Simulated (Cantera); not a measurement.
A perfectly stirred reactor is fed with CO : O₂ : H₂O : N₂ = 0.0043 : 0.0068 : 0.002 : 1 (molar parts), at 8.50 bar; it is held at 1425 K, and followed from long to short residence time.

Model: GRI-Mech 3.0 (53 species, 325 reactions), integrated in Cantera.

Question: What does this change do: temperature 1425 to 1500 K?

Answer: 
```json
[
 {"quantity": "x(CO) at τ = 0.880 s", "before": "3.07e-5", "after": "2.19e-5"},
 {"quantity": "x(O₂) at τ = 0.880 s", "before": "0.00461", "after": "0.00461"},
 {"quantity": "x(H₂O) at τ = 0.880 s", "before": "0.00197", "after": "0.00197"},
 {"quantity": "x(NO) at τ = 0.880 s", "before": "1.18e-6", "after": "1.91e-6"},
 {"quantity": "x(OH) at τ = 0.880 s", "before": "6.59e-6", "after": "9.62e-6"},
 {"quantity": "x(CO) at τ = 20.0 ms", "before": "0.000475", "after": "0.000325"},
 {"quantity": "x(O₂) at τ = 20.0 ms", "before": "0.00483", "after": "0.00475"},
 {"quantity": "x(H₂O) at τ = 20.0 ms", "before": "0.00196", "after": "0.00196"},
 {"quantity": "x(NO) at τ = 20.0 ms", "before": "1.16e-6", "after": "2.12e-6"},
 {"quantity": "x(OH) at τ = 20.0 ms", "before": "1.62e-5", "after": "2.51e-5"}
]
```
